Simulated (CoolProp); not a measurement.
Computed with CoolProp (reference Helmholtz-energy equation of state, Younglove 1994). It is a modified Benedict-Webb-Rubin equation, recast in Helmholtz form.

Task: For R123, give the phase and the cv (kJ/(kg K)), expansivity (1/kK), fugacity coefficient at 236.8 K and 9 MPa; 302.5 K and 9 MPa.

Result: 
- 236.8 K and 9 MPa: liquid; cv 0.663, expansivity 1.34, fugacity coefficient 0.000774
- 302.5 K and 9 MPa: liquid; cv 0.715, expansivity 1.59, fugacity coefficient 0.0165
